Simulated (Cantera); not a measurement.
A perfectly stirred reactor is fed with CH4 : O2 : N2 : H2O = 1 : 1.82 : 6.84 : 0.23 (molar parts), equivalence ratio 1.1, at 195 Torr; it is adiabatic with a 775 K inlet, and is followed from long to short residence time, starting on the burning branch (τ in s: 0.048, 0.015, 0.0048, 0.0015, 0.00048, 0.00015, 4.8e-05, 1.5e-05, 4.9e-06).

Cantera simulation using GRI-Mech 3.0 (53 species, 325 reactions); the numbers are that mechanism's predictions, not measurements.

x: mole fraction; the columns are a selection and need not sum to one.

```csv
τ (s),T (K),x CH4,x O2,x H2O,x H,x O,x NO2
0.048,2326,7.16e-6,0.00737,0.191,0.00542,0.00174,8.22e-8
0.015,2266,1.79e-5,0.00980,0.186,0.00771,0.00259,3.36e-8
0.0048,2187,___,___,0.180,___,___,___
0.0015,2109,0.000127,0.0157,0.174,0.0148,0.00490,4.74e-9
0.00048,2046,0.000399,0.0195,0.170,0.0166,0.00533,2.64e-9
0.00015,1962,0.00175,0.0299,0.167,0.0140,0.00404,1.87e-9
4.8e-5,775,0.101,0.184,0.0233,<1e-12,<1e-12,<1e-12
1.5e-5,775,0.101,0.184,0.0233,<1e-12,<1e-12,<1e-12
4.9e-6,775,0.101,0.184,0.0233,<1e-12,<1e-12,<1e-12
```

Complete the blanks.


- 0.0048, x CH4: 4.51e-5
- 0.0048, x O2: 0.0127
- 0.0048, x H: 0.0111
- 0.0048, x O: 0.00378
- 0.0048, x NO2: 1.18e-8
